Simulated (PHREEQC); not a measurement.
# Acid mine or pickling water: an equilibrium model

A made-up water analysis in mmol/kgw, 25 °C, pH 3.06, pe 9.5:

```csv
constituent,mmol/kgw
Na,0.324
K,1.29
Ca,0.328
Mg,3.2
Cl,1.7
S(6),4.27
Cd,0.00479
Fe(3),0.0403
Sr,0.0909
Zn,0.0287
```

Valence states are taken as typed.

Computed with PHREEQC (ion-association model, phreeqc.dat).

No solid was allowed to form.

Problem. Estimate the ionic strength, specific conductance, charge-balance error.

Solution. ionic strength 0.0144 mol/kgw; specific conductance 1240 µS/cm; charge-balance error -0.3 %.

Problem. In which forms is Cd present?

Solution. Cd+2 68 %, CdSO4 24 %, CdCl+ 6.8 %, Cd(SO4)2-2 0.9 % of the Cd.

Examples of supersaturated solids here: Jarosite-K, Hematite (slow to form). Others may be too. Complexes and solids missing from the database can't appear.
